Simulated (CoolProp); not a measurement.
A single-stage vapour-compression cycle with ammonia: evaporating at 217.15 K (dew point), condensing at 258.15 K (bubble point), superheat 10 K, subcooling 8 K, compressor efficiency 0.7, no pressure losses. Each further row changes one setting.

Computed with CoolProp (reference Helmholtz-energy equation of state, Gao 2020).

```
case                              cooling COP  pressure ratio  discharge temperature (K)  refrigerating effect (kJ/kg)  volumetric capacity (kJ/m³)
--------------------------------  -----------  --------------  -------------------------  ----------------------------  ---------------------------
as stated                                   …            8.36                      428.7                          1310                          337
evaporating temperature 222.15 K         3.63            6.15                      402.5                          1320                            …
condensing temperature 253.15 K          3.52            6.72                          …                          1330                          342
subcooling 13 K                          3.08            8.36                      428.7                          1330                          342
superheat 20 K                              …            8.36                      445.5                          1330                          327
compressor efficiency 0.6                2.59            8.36                      459.0                          1310                          337
```

Question: What belongs in the gaps?

Answer: 
- as stated, cooling COP: 3.02
- evaporating temperature 222.15 K, volumetric capacity (kJ/m³): 452
- condensing temperature 253.15 K, discharge temperature (K): 404.9
- superheat 20 K, cooling COP: 2.94
